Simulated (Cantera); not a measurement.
Feed: 1 mol MgO, 0.31 mol SO3, 1.7 mol H2O, equilibrated at 10.0 mbar.

These are equilibrium values from Cantera (NASA tables, ideal gas, pure condensed phases), not measurements of a reactor. Candidate condensed phases: H2O, H2SO4, Mg, MgO, Mg(OH)2, MgS, MgSO4, S; 26 gas species. The numbers say what is thermodynamically allowed, not how fast it happens.

**Question.** At 1650 °C, list the 4 most abundant gas species with their mole fractions, and the condensed phases.

**Answer.** H2O 0.771, SO2 0.142, O2 0.0710, OH 0.00926. Condensed: MgO(s).
